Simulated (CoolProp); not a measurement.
Saturated liquid density (kg/m³) of methanol: the reference equation beside estimates from Tc = 513.4 K, pc = 8216 kPa, ω = 0.565. Rackett uses Z = 0.29056 − 0.08775 ω.

Model: reference Helmholtz-energy equation of state, de Reuck 1993, in CoolProp.

```tsv
T (K)	reference	Rackett	Redlich-Kwong	Peng-Robinson
393.7	686.6	[?]	471.1	587.1
396.7	682.8	[?]	467.3	583.0
399.6	679.1	[?]	[?]	579.0
402.6	675.2	[?]	459.8	574.8
405.6	671.2	636.4	455.9	570.4
408.5	667.3	632.0	452.1	566.1
411.5	663.1	627.3	448.1	[?]
414.4	659.1	622.6	444.1	557.0
417.4	654.7	617.8	[?]	552.2
420.4	650.3	[?]	435.7	547.3
```

Q: What belongs in the gaps?

A: 
- 393.7, Rackett: 654.3
- 396.7, Rackett: 649.9
- 399.6, Rackett: 645.5
- 399.6, Redlich-Kwong: 463.7
- 402.6, Rackett: 641.0
- 411.5, Peng-Robinson: 561.5
- 417.4, Redlich-Kwong: 440.0
- 420.4, Rackett: 612.9

Absolute difference from the reference over all 10 rows, mean and median: Rackett 5.2 and 5.2 %, Redlich-Kwong 32.2 and 32.2 %, Peng-Robinson 15.1 and 15.1 %.
